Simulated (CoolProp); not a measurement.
A closed Brayton cycle with nitrogen: compressor inlet 306.15 K and 8 MPa, high pressure 20.5 MPa, turbine inlet 890 K, compressor efficiency 0.85, turbine efficiency 0.85, recuperator effectiveness 0 (on enthalpy, no pinch check). Each further row changes one setting.

Model: reference Helmholtz-energy equation of state, Span 2000, in CoolProp.

```
case                           thermal efficiency (%)  net work (kJ/kg)  compressor to turbine work  compressor exit (K)  turbine exit (K)
-----------------------------  ----------------------  ----------------  --------------------------  -------------------  ----------------
as stated                                           …              76.1                        0.61                418.8             723.6
turbine inlet 840 K                              13.6              65.1                        0.65                418.8             681.4
compressor inlet 316.15 K                        13.7              71.8                        0.64                432.5             723.6
high pressure 17.4 MPa                              …              68.8                        0.58                    …                 …
recuperator effectiveness 0.5                    20.5              76.1                        0.61                418.8             723.6
```

**Question.** Some entries are withheld; supply them.

**Answer.** 
- as stated, thermal efficiency (%): 14.1
- high pressure 17.4 MPa, thermal efficiency (%): 12.3
- high pressure 17.4 MPa, compressor exit (K): 396.9
- high pressure 17.4 MPa, turbine exit (K): 750.1
